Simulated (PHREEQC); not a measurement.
1 kg of water holding 0.0069 mol MgSO4 and 0.065 mol KCl is evaporated at 25 °C; the solids stay in contact with the brine. No CO2 enters from the air. The run lets Arcanite, Bischofite, Brucite, Carnallite, Epsomite, Hexahydrite, Kainite, Kieserite, Leonite, Misenite, Schoenite, Sylvite, MgCl2_4H2O precipitate or redissolve, and no other solid.

Equilibrium calculation in PHREEQC: Pitzer model, pitzer.dat.

```
water left (kg)  ionic strength  water activity  Sylvite (mol)  Arcanite (mol)  Mg in solution (mol/kgw)  Cl in solution (mol/kgw)  K in solution (mol/kgw)
---------------  --------------  --------------  -------------  --------------  ------------------------  ------------------------  -----------------------
1                        0.0926           0.998              0               0                   0.00690                    0.0650                   0.0650
0.8219                    0.113           0.997              0               0                   0.00840                    0.0791                   0.0791
0.6755                    0.137           0.997              0               0                    0.0102                    0.0962                   0.0962
0.5552                    0.167           0.996              0               0                    0.0124                     0.117                    0.117
0.4563                    0.203           0.995              0               0                    0.0151                     0.142                    0.142
0.3082                    0.300           0.993              0               0                    0.0224                     0.211                    0.211
0.2533                    0.366           0.991              0               0                    0.0272                     0.257                    0.257
0.2082                    0.445           0.989              0               0                    0.0331                     0.312                    0.312
0.1711                    0.541           0.987              0               0                    0.0403                     0.380                    0.380
0.1407                    0.658           0.984              0               0                    0.0491                     0.462                    0.462
0.1156                    0.801           0.981              0               0                    0.0597                     0.562                    0.562
0.09502                   0.975           0.977              0               0                    0.0726                     0.684                    0.684
0.06418                    1.44           0.966              0               0                     0.108                      1.01                     1.01
0.05275                    1.76           0.958              0               0                     0.131                      1.23                     1.23
0.04335                    2.14           0.949              0               0                     0.159                      1.50                     1.50
0.03564                    2.60           0.937              0               0                     0.194                      1.82                     1.82
0.0293                     3.16           0.923              0               0                     0.236                      2.22                     2.22
0.02407                    3.75           0.906              0        0.000786                     0.287                      2.70                     2.63
0.01979                    4.28           0.887              0         0.00266                     0.349                      3.29                     3.02
0.01627                    4.95           0.864              0         0.00404                     0.424                      3.99                     3.50
0.01337                    5.79           0.834              0         0.00504                     0.516                      4.86                     4.11
0.00903                    6.30           0.824         0.0197         0.00533                     0.764                      5.02                     3.84
0.007426                   6.62           0.819         0.0273         0.00539                     0.929                      5.08                     3.62
0.006093                   7.02           0.812         0.0337         0.00539                      1.13                      5.14                     3.38
0.005012                   7.54           0.802         0.0388         0.00533                      1.38                      5.22                     3.10
```

Arcanite from water left = 0.02407 kg; Sylvite from water left = 0.01099 kg.

Species that the database lacks are ignored.
